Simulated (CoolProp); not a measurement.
A single-stage vapour-compression cycle with R113: evaporating at 304.15 K (dew point), condensing at 344.15 K (bubble point), superheat 8 K, subcooling 5 K, compressor efficiency 0.7, no pressure losses. Each further row changes one setting.

Model: reference Helmholtz-energy equation of state, Marx 1992, in CoolProp.

| case | cooling COP | pressure ratio | discharge temperature (K) | refrigerating effect (kJ/kg) | volumetric capacity (kJ/m³) |
|---|---|---|---|---|---|
| as stated | ? | 3.67 | 352.9 | 122 | 509 |
| evaporating temperature 309.15 K | 5.61 | ? | 352.4 | 125 | ? |
| condensing temperature 339.15 K | ? | 3.18 | ? | 127 | 529 |
| subcooling 10 K | 4.92 | 3.67 | 352.9 | 127 | 529 |
| superheat 18 K | 4.82 | 3.67 | 363.4 | 129 | 520 |
| compressor efficiency 0.6 | 4.06 | 3.67 | 358.8 | 122 | 509 |

Question: Complete the blanks.

Answer: 
- as stated, cooling COP: 4.73
- evaporating temperature 309.15 K, pressure ratio: 3.05
- evaporating temperature 309.15 K, volumetric capacity (kJ/m³): 620
- condensing temperature 339.15 K, cooling COP: 5.54
- condensing temperature 339.15 K, discharge temperature (K): 348.3
